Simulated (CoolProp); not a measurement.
Vapour-liquid equilibrium of ethanol (1) + dimethyl carbonate (2) at 397.5 K; x and y are mole fractions of (1).

The numbers come from the multi-fluid Helmholtz-energy mixture model, Schroeder 2014 and Zhou 2011; pair parameters Bell 2016 in CoolProp.

```csv
x,"bubble pressure, mixture model (bar)","bubble pressure, Raoult's law (bar)","y, mixture model","y, Raoult's law"
0.05,3.094,2.811,0.160,0.087
0.125,3.576,2.974,0.316,0.205
0.2,3.957,3.136,0.419,0.310
0.275,4.255,3.298,0.493,0.406
0.35,4.488,3.460,0.550,0.492
0.425,4.670,3.623,0.597,0.571
0.5,4.812,3.785,0.638,0.643
0.575,4.921,3.947,0.676,0.709
0.65,5.002,4.110,0.714,0.770
0.725,5.056,4.272,0.755,0.826
0.8,5.078,4.434,0.802,0.878
0.875,5.057,4.596,0.859,0.926
0.95,4.973,4.759,0.934,0.972
```

The largest gap from Raoult's law is +29.7 % in bubble pressure, at x = 0.35. y crosses x between x = 0.8 and 0.875: the model has an azeotrope there.

The pair parameters rest on a limited set of measurements; away from them the model extrapolates.
